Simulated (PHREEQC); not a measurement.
Dissolve 180 mmol/kgw KHCO3 and 0.0693 mmol/kgw K2HPO4 at 25 °C. Closed to the air; pH follows from the charge balance.

The numbers come from PHREEQC with the ion-association model, phreeqc.dat.

Precipitation was switched off in this run.

### Question
What pH, activity of water, specific conductance does the model give?

### Answer
pH 8.09; activity of water 0.994; specific conductance 16900 µS/cm.

### Question
In which forms is C present?

### Answer
HCO3- 97 %, CO3-2 1.3 %, CO2 1.3 % of the C.
